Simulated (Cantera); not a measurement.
# Halide evaporation, hydrolysis and transport: CuF2 + H2O + N2

A closed system holds: 1 mol CuF2, 1.4 mol H2O, 3.8 mol N2, equilibrated at 0.100 bar.

Equilibrium computed with Cantera from the NASA thermochemical tables; the gas is ideal and each condensed phase is pure. Candidate condensed phases: Cu, CuF2, CuO, Cu(OH)2, Cu2O, H2O; 45 gas species. Each liquid is taken as pure. Mutual solubility and eutectic melting of coexisting phases are not modelled. The numbers say what is thermodynamically allowed, not how fast it happens.

At 1098 K the condensed part is CuO(s) + Cu2O(s). From 1173 K to 1473 K the condensed part is Cu2O(s). From 1548 K to 1773 K the condensed part is Cu2O(l). At 1848 K the condensed part is Cu(l) + Cu2O(l). The main Cu-bearing gas is CuF throughout.

```json
[
 {"T (K)": "1098", "x N2": "0.599", "x HF": "0.315", "x H2O": "0.0631", "x O2": "0.0223", "x CuF": "7.21e-6", "x Cu": "2.02e-10", "x NO": "2.37e-5", "x OH": "5.30e-7", "n CuO(s)": "0.435", "n Cu2O(s)": "0.282", "n Cu2O(l)": "0", "n Cu(l)": "0"},
 {"T (K)": "1173", "x N2": "0.589", "x HF": "0.310", "x H2O": "0.0620", "x O2": "0.0387", "x CuF": "3.21e-5", "x Cu": "3.23e-9", "x NO": "5.88e-5", "x OH": "1.89e-6", "n CuO(s)": "0", "n Cu2O(s)": "0.500", "n Cu2O(l)": "0", "n Cu(l)": "0"},
 {"T (K)": "1248", "x N2": "0.589", "x HF": "0.310", "x H2O": "0.0621", "x O2": "0.0387", "x CuF": "0.000120", "x Cu": "4.15e-8", "x NO": "0.000103", "x OH": "5.15e-6", "n CuO(s)": "0", "n Cu2O(s)": "0.500", "n Cu2O(l)": "0", "n Cu(l)": "0"},
 {"T (K)": "1323", "x N2": "0.589", "x HF": "0.310", "x H2O": "0.0622", "x O2": "0.0387", "x CuF": "0.000381", "x Cu": "3.98e-7", "x NO": "0.000170", "x OH": "1.25e-5", "n CuO(s)": "0", "n Cu2O(s)": "0.499", "n Cu2O(l)": "0", "n Cu(l)": "0"},
 {"T (K)": "1398", "x N2": "0.589", "x HF": "0.309", "x H2O": "0.0625", "x O2": "0.0386", "x CuF": "0.00106", "x Cu": "2.98e-6", "x NO": "0.000265", "x OH": "2.78e-5", "n CuO(s)": "0", "n Cu2O(s)": "0.497", "n Cu2O(l)": "0", "n Cu(l)": "0"},
 {"T (K)": "1473", "x N2": "0.588", "x HF": "0.307", "x H2O": "0.0632", "x O2": "0.0385", "x CuF": "0.00263", "x Cu": "1.81e-5", "x NO": "0.000396", "x OH": "5.70e-5", "n CuO(s)": "0", "n Cu2O(s)": "0.491", "n Cu2O(l)": "0", "n Cu(l)": "0"},
 {"T (K)": "1548", "x N2": "0.587", "x HF": "0.304", "x H2O": "0.0646", "x O2": "0.0383", "x CuF": "0.00557", "x Cu": "8.68e-5", "x NO": "0.000567", "x OH": "0.000110", "n CuO(s)": "0", "n Cu2O(s)": "0", "n Cu2O(l)": "0.482", "n Cu(l)": "0"},
 {"T (K)": "1623", "x N2": "0.586", "x HF": "0.298", "x H2O": "0.0666", "x O2": "0.0382", "x CuF": "0.0101", "x Cu": "0.000335", "x NO": "0.000784", "x OH": "0.000200", "n CuO(s)": "0", "n Cu2O(s)": "0", "n Cu2O(l)": "0.466", "n Cu(l)": "0"},
 {"T (K)": "1698", "x N2": "0.583", "x HF": "0.290", "x H2O": "0.0697", "x O2": "0.0380", "x CuF": "0.0169", "x Cu": "0.00114", "x NO": "0.00105", "x OH": "0.000347", "n CuO(s)": "0", "n Cu2O(s)": "0", "n Cu2O(l)": "0.441", "n Cu(l)": "0"},
 {"T (K)": "1773", "x N2": "0.578", "x HF": "0.278", "x H2O": "0.0738", "x O2": "0.0381", "x CuF": "0.0263", "x Cu": "0.00349", "x NO": "0.00138", "x OH": "0.000582", "n CuO(s)": "0", "n Cu2O(s)": "0", "n Cu2O(l)": "0.402", "n Cu(l)": "0"},
 {"T (K)": "1848", "x N2": "0.566", "x HF": "0.260", "x H2O": "0.0781", "x O2": "0.0456", "x CuF": "0.0381", "x Cu": "0.00929", "x NO": "0.00192", "x OH": "0.000982", "n CuO(s)": "0", "n Cu2O(s)": "0", "n Cu2O(l)": "0.243", "n Cu(l)": "0.195"}
]
```
x: gas mole fraction; n: condensed amount in mol.
